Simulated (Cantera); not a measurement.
Predominance diagram of Ta at 1152 °C against the partial pressures of O2 and CO (log10, bar). Standard-state values (1 bar) from the NASA 1993 polynomials, evaluated with Cantera. Candidates: Ta(s), TaC(s), Ta2O5(s). Only these pure phases compete in this equilibrium. TaC: taken at fixed stoichiometry. Not in the tables: Ta2C.

```
log p(CO) \ log p(O2)
        columns: -18, -16.6, -15.2, -13.8, -12.5, -11.1, -9.7, -8.3, -6.9, -5.5, -4.2, -2.8, -1.4, 0
      1  A A B B B A A A A A A A A A
   -0.1  A B B B B B B A A A A A A A
   -1.2  C B B B B B B B A A A A A A
   -2.3  B B B B B B B B B B A A A A
   -3.4  B B B B B B B B B B B A A A
   -4.5  B B B B B B B B B B B B B A
   -5.5  B B B B B B B B B B B B B B
   -6.6  B B B B B B B B B B B B B B
   -7.7  B B B B B B B B B B B B B B
   -8.8  B B B B B B B B B B B B B B
   -9.9  B B B B B B B B B B B B B B
    -11  B B B B B B B B B B B B B B
```

A: out of reach (another gas would pass 10 bar, or a non-metal would condense); B: Ta2O5(s); C: TaC(s).
